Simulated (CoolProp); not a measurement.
Values from CoolProp's reference Helmholtz-energy equation of state, Lemmon 2016.

**Question.** Give the vapour pressure (MPa), liquid density (kg/m³), vapour density (kg/m³), enthalpy of vaporisation (kJ/kg) of saturated R115 at 12.45 °C.

**Answer.** 
```json
[
 {"T (°C)": "12.45", "p (MPa)": "0.641", "liquid density (kg/m³)": "1350", "vapour density (kg/m³)": "49.6", "enthalpy of vaporisation (kJ/kg)": "102"}
]
```
